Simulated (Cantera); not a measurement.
Charge: 1 mol CH3Cl, 2 mol H2, held at 1648.15 K and 10000 Pa.

These are equilibrium values from Cantera (NASA tables, ideal gas, pure condensed phases), not measurements of a reactor. Candidate condensed phases: C, C6H6, C7H8, C8H18; 91 gas species. The numbers say what is thermodynamically allowed, not how fast it happens.

Base state: H2 0.750, HCl 0.250, H 0.000244, CH4 7.52e-5, Cl 6.38e-5, C2H2 (acetylene) 3.36e-5 (mole fractions); condensed: C(graphite).

What changes in the equilibrium state with this change: CH3Cl replaced by CH2F2?


| species | before | after |
|---|---|---|
| HF | 0 | 0.500 |
| H2 | 0.750 | 0.500 |
| H | 0.000244 | 0.000199 |
| HCl | 0.250 | 0 |
| Cl | 6.38e-5 | 0 |
| CH4 | 7.52e-5 | 3.34e-5 |
| C2H2 (acetylene) | 3.36e-5 | 2.24e-5 |
| C(graphite), mol | 0.999 | 1.000 |
